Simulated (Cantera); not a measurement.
A closed system holds: 1 mol Al, 0.94 mol O₂, 64 mol N₂, at 2000 K and 113 Torr.

Cantera equilibrium calculation (NASA polynomials, part measured and part estimated; ideal gas, pure solids and liquids). Candidate condensed phases: Al, AlN, Al₂O₃; 16 gas species. The numbers say what is thermodynamically allowed, not how fast it happens.

Problem. What is the equilibrium state?

Solution. 
```
Property                             Result
--------------------------------  ---------
x(N₂)                                 0.997
x(O₂)                               0.00245
x(NO)                              0.000931
x(O)                                8.55e-5
n(Al₂O₃(s))                       0.500 mol
gas amount                        64.19 mol
log10 activity of Al(l) (absent)     -10.92
```
